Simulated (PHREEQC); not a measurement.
Make-up at 25 °C: 0.0062 mol CaSO4, 0.019 mol CO2 and 0.00069 mol KCl per kg of water. Closed to the air; pH follows from the charge balance.

The numbers come from PHREEQC with the ion-association model, phreeqc.dat.

No solid was allowed to form.

Problem. Predict the pH, ionic strength.

Solution. pH 4.08; ionic strength 0.0200 mol/kgw.

Problem. In which forms is S present?

Solution. SO4-2 77 %, CaSO4 22 % of the S.

Complexes and solids missing from the database can't appear.
